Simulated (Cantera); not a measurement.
An adiabatic, constant-volume homogeneous reactor starts with CH4 : C2H6 : O2 : N2 = 1 : 0.17 : 1.13 : 4.24 (molar parts), at 1400 K and 1.09 atm. Integrator tolerance rtol = 1e-08.

Cantera simulation using GRI-Mech 3.0 (53 species, 325 reactions); the numbers are that mechanism's predictions, not measurements.

### Question
What does this change do: pressure from 1.09 atm to 1.00 atm?

### Answer
| quantity | before | after |
|---|---|---|
| time of steepest temperature rise | 0.500 ms | 0.529 ms |
| temperature at 0.800 s | 2571 K | 2568 K |
| equilibrium temperature | 2571 K | 2568 K |
| x(CH4) at 0.800 s | 1.95e-10 (gas-phase equilibrium 2.19e-10) | 1.67e-10 (gas-phase equilibrium 1.87e-10) |
| x(C2H6) at 0.800 s | <1e-12 (gas-phase equilibrium <1e-12) | <1e-12 (gas-phase equilibrium <1e-12) |
| x(O2) at 0.800 s | 6.76e-6 (gas-phase equilibrium 6.76e-6) | 7.17e-6 (gas-phase equilibrium 7.17e-6) |
| x(CH3) at 0.800 s | 1.65e-10 (gas-phase equilibrium 1.85e-10) | 1.45e-10 (gas-phase equilibrium 1.63e-10) |
| x(C2H) at 0.800 s | <1e-12 (gas-phase equilibrium <1e-12) | <1e-12 (gas-phase equilibrium <1e-12) |
| x(CO2) at 0.800 s | 0.0118 (gas-phase equilibrium 0.0118) | 0.0118 (gas-phase equilibrium 0.0118) |
| x(C2H4) at 0.800 s | <1e-12 (gas-phase equilibrium <1e-12) | <1e-12 (gas-phase equilibrium <1e-12) |
